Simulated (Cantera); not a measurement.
Input (Python, Cantera) and output of one run.

```python
import numpy as np
import cantera as ct

gas_names = """
    Hg N NO NO2 NO3 N2 N2O O O2 O3
""".split()
cond_names = """
    Hg(cr) Hg(L) HgO(s)
""".split()


# ... load() reads the species with a 1 bar reference pressure and builds the phases ...
atoms = {
    'HgO': {'Hg': 1, 'O': 1},
    'N2': {'N': 2},
}
top_T = {}  # K; cautious upper limits of use, not melting points


# ... equilibrate(T, P, feed) seeds the gas with the atoms and calls Mixture.equilibrate('TP', solver="vcs", rtol=1e-11, max_steps=5000) ...
results = []
feed = {'HgO': 1, 'N2': 1.4}  # mol
T = 1473.15  # K
P = 133.322  # Pa
mix = equilibrate(T, P, feed)
results.append((T, P, feed, dict(zip(mix.species_names, mix.species_moles))))
x = sorted(zip(gas.X, gas.species_names), reverse=True)
print(f"T = {T:g} K  P = {P:g} Pa  gas = {mix.phase_moles(0):.4g} mol")
print("   x: " + "  ".join(f"{s} {v:.3e}" for v, s in x if v > 1e-06))
print("   condensed (mol): " + ("  ".join(f"{mix.phase(i).name} {mix.phase_moles(i):.4g}"
      for i in range(1, mix.n_phases) if mix.phase_moles(i) > 1e-12) or "none"))
```

It prints:

```
T = 1473.15 K  P = 133.322 Pa  gas = 2.9 mol
   x: N2 4.824e-01  Hg 3.448e-01  O2 1.720e-01  NO 7.580e-04  O 3.177e-05
   condensed (mol): none
```

These are equilibrium values from Cantera (NASA tables, ideal gas, pure condensed phases), not measurements of a reactor.
